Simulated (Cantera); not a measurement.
**Equilibrium for silicon epitaxy and polysilicon growth: SiHCl₃ + N₂ + HCl**

Input: 1 mol SiHCl₃, 79 mol N₂, 2 mol HCl, equilibrated at 825 Torr.

These are equilibrium values from Cantera (NASA tables, ideal gas, pure condensed phases), not measurements of a reactor. Candidate condensed phases: NH₄Cl, Si, Si₃N₄; 28 gas species. N₂ is the only nitrogen source here; it is nearly inert below about 1500 K, so the nitride shown seldom forms there in practice. The tables' values for SiCl₃ are old estimates; treat these amounts as uncertain. Equilibrium is a limit: real reactors are often held back by kinetics, nucleation or transport.

From 627 °C to 1227 °C the condensed part is Si₃N₄(s). The main Si-bearing gas is SiCl₄ throughout. The share of Si in condensed phases is highest at 1027 °C (34.6 %) and lowest at 1227 °C (28.6 %).

| T (°C) | x N₂ | x HCl | x SiCl₄ | x H₂ | x SiCl₃ | x SiCl₂ | n Si₃N₄(s) |
|---|---|---|---|---|---|---|---|
| 627 | 0.960 | 0.0261 | 0.00868 | 0.00519 | 2.70e-7 | 3.99e-10 | 0.0955 |
| 677 | 0.960 | 0.0268 | 0.00852 | 0.00488 | 8.59e-7 | 2.89e-9 | 0.0998 |
| 727 | 0.960 | 0.0273 | 0.00839 | 0.00460 | 2.43e-6 | 1.71e-8 | 0.104 |
| 777 | 0.960 | 0.0278 | 0.00826 | 0.00437 | 6.24e-6 | 8.53e-8 | 0.107 |
| 827 | 0.959 | 0.0282 | 0.00815 | 0.00416 | 1.46e-5 | 3.66e-7 | 0.109 |
| 877 | 0.959 | 0.0286 | 0.00804 | 0.00397 | 3.19e-5 | 1.38e-6 | 0.112 |
| 927 | 0.959 | 0.0289 | 0.00793 | 0.00381 | 6.48e-5 | 4.65e-6 | 0.114 |
| 977 | 0.959 | 0.0291 | 0.00781 | 0.00367 | 0.000124 | 1.41e-5 | 0.115 |
| 1027 | 0.959 | 0.0294 | 0.00766 | 0.00355 | 0.000225 | 3.92e-5 | 0.115 |
| 1077 | 0.959 | 0.0296 | 0.00745 | 0.00346 | 0.000387 | 0.000100 | 0.115 |
| 1127 | 0.959 | 0.0297 | 0.00715 | 0.00338 | 0.000633 | 0.000238 | 0.112 |
| 1177 | 0.959 | 0.0297 | 0.00672 | 0.00334 | 0.000981 | 0.000523 | 0.106 |
| 1227 | 0.958 | 0.0297 | 0.00611 | 0.00335 | 0.00143 | 0.00107 | 0.0953 |
x: gas mole fraction; n: condensed amount in mol.
